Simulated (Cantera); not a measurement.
An isothermal, constant-pressure homogeneous reactor starts with H2 : O2 = 0.19 : 1 (molar parts), equivalence ratio 0.095, at 1425 K and 1.43 Torr. Integrator tolerance rtol = 1e-08.

Cantera simulation using the H2/O2 subset of GRI-Mech 3.0, which has no nitrogen chemistry; the numbers are that mechanism's predictions, not measurements. Radical loss at walls, strong at low pressure, is not modelled. The temperature is held fixed by assumption; the heat of reaction is taken as removed at once.

What does this change do: H2 0.19 to 0.039 parts?


```
quantity                                            before                                     after
----------------  ----------------------------------------  ----------------------------------------
x(H2) at 20.0 s    4.62e-5 (gas-phase equilibrium 2.90e-6)   6.30e-5 (gas-phase equilibrium 5.92e-7)
x(O2) at 20.0 s        0.825 (gas-phase equilibrium 0.826)       0.957 (gas-phase equilibrium 0.962)
x(H2O) at 20.0 s       0.173 (gas-phase equilibrium 0.173)     0.0372 (gas-phase equilibrium 0.0382)
x(OH) at 20.0 s   0.00140 (gas-phase equilibrium 0.000351)  0.00176 (gas-phase equilibrium 0.000171)
x(H) at 20.0 s     1.71e-5 (gas-phase equilibrium 2.68e-7)  0.000136 (gas-phase equilibrium 1.21e-7)
x(HO2) at 20.0 s   6.96e-8 (gas-phase equilibrium 8.48e-8)   7.21e-8 (gas-phase equilibrium 4.46e-8)
```

What does this change do: O2 1 to 0.75 parts?


```json
[
 {"quantity": "x(H2) at 20.0 s", "before": "4.62e-5 (gas-phase equilibrium 2.90e-6)", "after": "4.20e-5 (gas-phase equilibrium 3.88e-6)"},
 {"quantity": "x(O2) at 20.0 s", "before": "0.825 (gas-phase equilibrium 0.826)", "after": "0.774 (gas-phase equilibrium 0.775)"},
 {"quantity": "x(H2O) at 20.0 s", "before": "0.173 (gas-phase equilibrium 0.173)", "after": "0.224 (gas-phase equilibrium 0.225)"},
 {"quantity": "x(OH) at 20.0 s", "before": "0.00140 (gas-phase equilibrium 0.000351)", "after": "0.00129 (gas-phase equilibrium 0.000393)"},
 {"quantity": "x(H) at 20.0 s", "before": "1.71e-5 (gas-phase equilibrium 2.68e-7)", "after": "1.11e-5 (gas-phase equilibrium 3.10e-7)"},
 {"quantity": "x(HO2) at 20.0 s", "before": "6.96e-8 (gas-phase equilibrium 8.48e-8)", "after": "7.00e-8 (gas-phase equilibrium 9.21e-8)"}
]
```
